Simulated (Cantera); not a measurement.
# Ammonia decomposition in nitride growth gas

A perfectly stirred reactor is fed with NH₃ : N₂ = 1 : 6.1 (molar parts), at 0.0148 atm; it is held at 1875 K, and followed from long to short residence time.

Cantera simulation using the gas-phase N/H chemistry of the illustrative SiF4/NH3 mechanism in the Surface Chemkin manual (1991); the numbers are that mechanism's predictions, not measurements. Walls and surfaces, which speed up NH3 decomposition in real reactors, are not modelled.

| τ (s) | x NH₃ | x N₂ | x H | x N | x N₂H₄ | x N₂H₂ |
|---|---|---|---|---|---|---|
| 7.7 | 0.0466 | 0.829 | 0.000131 | 8.13e-7 | 3.83e-10 | 3.09e-7 |
| 2.8 | 0.0766 | 0.839 | 8.22e-5 | 8.15e-7 | 8.60e-10 | 6.15e-7 |
| 1.0 | 0.106 | 0.848 | 4.51e-5 | 6.78e-7 | 1.60e-9 | 9.98e-7 |
| 0.36 | 0.125 | 0.854 | 2.22e-5 | 3.99e-7 | 2.53e-9 | 1.30e-6 |
| 0.13 | 0.135 | 0.857 | 8.93e-6 | 1.36e-7 | 3.25e-9 | 1.30e-6 |
| 0.047 | 0.139 | 0.859 | 2.22e-6 | 2.33e-8 | 2.41e-9 | 7.69e-7 |
| 0.017 | 0.141 | 0.859 | 3.63e-7 | 2.56e-9 | 6.01e-10 | 1.67e-7 |
| 0.0060 | 0.141 | 0.859 | 1.60e-7 | 4.99e-10 | 7.93e-11 | 1.89e-8 |
x: mole fraction; the columns are a selection and need not sum to one.
